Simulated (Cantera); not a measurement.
Charge: 1 mol SiCl4, 0.04 mol HCl, 3.7 mol H2, 0.64 mol C2H4, equilibrated at 1.00 bar.

These are equilibrium values from Cantera (NASA tables, ideal gas, pure condensed phases), not measurements of a reactor. Candidate condensed phases: C, C6H6, C7H8, C8H18, Si, SiC; 109 gas species. The tables' values for SiCl3, SiCl are old estimates; treat these amounts as uncertain. Gases not in the tables: Si2H6 and higher silanes. Equilibrium is a limit: real reactors are often held back by kinetics, nucleation or transport.

x: gas mole fraction; n: condensed amount in mol.

```tsv
T (K)	x H2	x HCl	x SiCl4	x SiCl2	x H	x SiCl3	n C(graphite)	n SiC(s)
1223	0.667	0.218	0.0971	0.000335	2.46e-7	0.00202	0.928	0.315
1323	0.621	0.289	0.0745	0.00122	1.25e-6	0.00408	0.831	0.432
1423	0.575	0.354	0.0528	0.00348	5.04e-6	0.00681	0.733	0.539
1523	0.537	(withheld)	(withheld)	(withheld)	(withheld)	0.00951	0.655	0.620
1623	0.510	0.440	0.0193	0.0151	4.94e-5	0.0112	0.613	0.664
1723	0.495	0.457	0.00994	0.0243	0.000128	0.0113	0.608	0.670
1823	0.490	0.459	0.00477	0.0344	0.000303	0.0103	0.631	0.647
1923	0.490	0.452	0.00225	0.0447	0.000659	0.00879	0.670	0.606
2023	0.494	0.440	0.00107	0.0546	0.00133	0.00726	0.717	0.556
2123	0.498	0.426	0.000526	0.0640	0.00253	0.00591	0.765	0.503
2223	0.502	0.410	0.000267	0.0727	0.00454	0.00479	0.810	0.449
2323	0.506	0.394	(withheld)	(withheld)	(withheld)	0.00389	0.849	(withheld)
2423	0.507	0.377	7.67e-5	0.0875	0.0126	0.00315	0.882	0.339
2523	0.504	0.359	4.29e-5	0.0932	0.0197	0.00256	0.909	0.276
```

What belongs in the gaps?


- 2323, x SiCl4: 0.000141
- 2323, x SiCl2: 0.0806
- 2323, x H: 0.00774
- 2323, n SiC(s): 0.395
- 1523, x HCl: 0.406
- 1523, x SiCl4: 0.0339
- 1523, x SiCl2: 0.00798
- 1523, x H: 1.69e-5
